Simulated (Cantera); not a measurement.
Feed: 1 mol SiCl4, 0.98 mol Cl2, a varied amount of H2, held at 500 °C and 0.100 bar.

Cantera equilibrium calculation (NASA polynomials, part measured and part estimated; ideal gas, pure solids and liquids). Candidate condensed phases: Si; 19 gas species. Rates play no part.

x: gas mole fraction; nothing condenses.

| n(H2) (mol) | x HCl | x SiCl4 | x Cl2 | x H2 | x SiHCl3 | x Cl | x SiCl3 |
|---|---|---|---|---|---|---|---|
| 0.22 | 0.200 | 0.455 | 0.345 | <1e-12 | <1e-12 | 9.09e-6 | <1e-12 |
| 0.28 | 0.248 | 0.442 | 0.310 | <1e-12 | <1e-12 | 8.60e-6 | <1e-12 |
| 0.35 | 0.300 | 0.429 | 0.270 | <1e-12 | <1e-12 | 8.04e-6 | <1e-12 |
| 0.45 | 0.370 | 0.412 | 0.218 | <1e-12 | <1e-12 | … | <1e-12 |
| 0.56 | 0.441 | 0.394 | 0.165 | <1e-12 | <1e-12 | … | <1e-12 |
| 0.71 | 0.528 | 0.372 | 0.100 | <1e-12 | <1e-12 | … | <1e-12 |
| 0.9 | 0.625 | 0.347 | 0.0278 | <1e-12 | <1e-12 | … | <1e-12 |
| 1.1 | 0.636 | 0.325 | <1e-12 | 0.0389 | 1.25e-5 | … | 7.90e-8 |

Question: Complete the blanks.

Answer: 
- 0.45, x Cl: 7.22e-6
- 0.56, x Cl: 6.29e-6
- 0.71, x Cl: 4.90e-6
- 0.9, x Cl: 2.58e-6
- 1.1, x Cl: 9.77e-12
